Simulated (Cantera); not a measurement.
## Si2H6 + CO2 + N2 (silicon oxide and oxynitride deposition)

Charge: 1 mol Si2H6, 2 mol CO2, 2.8 mol N2, at 0.668 Torr.

Method: chemical equilibrium by Gibbs-energy minimisation in Cantera with the NASA 1993 tables (ideal gas, pure condensed phases). Candidate condensed phases: C, C6H6, C7H8, C8H18, H2O, Si, SiC, SiO2, Si2N2O, Si3N4; 151 gas species. The feed counts by its element totals alone. N2 is the only nitrogen source here; it is nearly inert below about 1500 K, so the nitride shown seldom forms there in practice. Mutual solubility and eutectic melting of coexisting phases are not modelled. The tables hold silica as quartz up to 1696 K and as liquid above; real silica turns to tridymite and cristobalite and melts near 1996 K. Kinetics and transport are ignored.

From 1450 K to 1550 K the condensed part is SiO2(β-quartz) + Si2N2O(s). From 1600 K to 1750 K nothing is condensed. The main Si-bearing gas is SiO throughout.

```
T (K)  log p H2  log p N2  log p CO  log p SiO  log p H  n SiO2(β-quartz)  n Si2N2O(s)
-----  --------  --------  --------  ---------  -------  ----------------  -----------
1450      -3.43     -3.58     -3.61      -5.06    -6.74             0.643        0.643
1500      -3.45     -3.58     -3.63      -4.46    -6.48             0.569        0.569
1550      -3.52     -3.59     -3.70      -3.89    -6.26             0.244        0.245
1600      -3.57     -3.59     -3.74      -3.74    -6.05                 0            0
1650      -3.57     -3.60     -3.74      -3.74    -5.82                 0            0
1700      -3.57     -3.60     -3.74      -3.74    -5.62                 0            0
1750      -3.57     -3.60     -3.74      -3.74    -5.42                 0            0
```
log p: log10 of the partial pressure in bar; n: condensed amount in mol.
